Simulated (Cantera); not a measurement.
## Ignition delay

Mixture: 4.32 % CH4, 20.1 % O2, 75.6 % N2, equivalence ratio 0.43, at 10.0 bar, adiabatic and at constant pressure. Ignition delay is the time to a rise of 400 K.

Cantera simulation using GRI-Mech 3.0 (53 species, 325 reactions); the numbers are that mechanism's predictions, not measurements.

```csv
T0 (K),delay (ms)
1150,6.50
1200,3.38
1250,1.84
1300,1.04
1350,0.603
1400,0.361
1450,0.223
1500,0.141
1550,0.0914
1600,0.0608
```

| Property | Result |
|---|---|
| apparent activation energy between 1500 and 1600 K | 170 kJ/mol |
